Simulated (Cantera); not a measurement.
Charge: 1 mol AlCl3, 0.64 mol N2, 22 mol H2, 0.29 mol NH3, at 13.3 mbar.

Cantera equilibrium calculation (NASA polynomials, part measured and part estimated; ideal gas, pure solids and liquids). Candidate condensed phases: Al, AlCl3, AlN, NH4Cl; 20 gas species. Equilibrium is a limit: real reactors are often held back by kinetics, nucleation or transport.

**Question.** At 948 K, list the 4 most abundant gas species with their mole fractions, and the condensed phases.

**Answer.** H2 0.894, HCl 0.0639, N2 0.0218, AlCl3 0.0200. Condensed: AlN(s).
